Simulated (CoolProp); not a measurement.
Propyne along the isobar 17.5 bar: fugacity coefficient from the reference equation and from simpler models built on Tc = 402.7 K, pc = 56.58 bar, ω = 0.204; each cubic takes its own stable root.

Computed with CoolProp (reference Helmholtz-energy equation of state, Polt 1992). This equation is an older, rougher fit.

```tsv
T (K)	phase	reference	Redlich-Kwong	Peng-Robinson
352.9	gas	0.8359	0.8489	0.8316
362.2	gas	0.8500	0.8597	0.8439
371.5	gas	0.8624	0.8695	0.8551
380.9	gas	0.8734	0.8785	0.8654
390.2	gas	0.8830	0.8866	0.8747
399.5	gas	0.8917	0.8941	0.8833
408.8	gas	0.8994	0.9009	0.8911
418.1	gas	0.9064	0.9072	0.8984
427.4	gas	0.9128	0.9130	0.9051
436.7	gas	0.9185	0.9183	0.9112
446.1	gas	0.9239	0.9233	0.9170
455.4	gas	0.9287	0.9279	0.9223
464.7	gas	0.9331	0.9321	0.9272
474	gas	0.9371	0.9360	0.9318
```
